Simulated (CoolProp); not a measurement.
Vapour-liquid equilibrium of CH2F2 (R32) (1) + R1234yf (2) at 0.175 MPa; x and y are mole fractions of (1).

Computed with CoolProp (multi-fluid Helmholtz-energy mixture model, Tillner-Roth 1997 and Lemmon 2022; pair parameters Bell 2023).

Question: Give the bubble temperature and the first vapour's composition at x = 0.35, 0.5, 0.95. Is there an azeotrope?

Answer: x = 0.35: -32.4 °C, y = 0.642; x = 0.5: -35.5 °C, y = 0.741; x = 0.95: -40.1 °C, y = 0.963. No azeotrope shows between x = 0.05 and 0.95.

Pair parameters are fitted to limited data, so mixtures are less certain than the pure fluids.
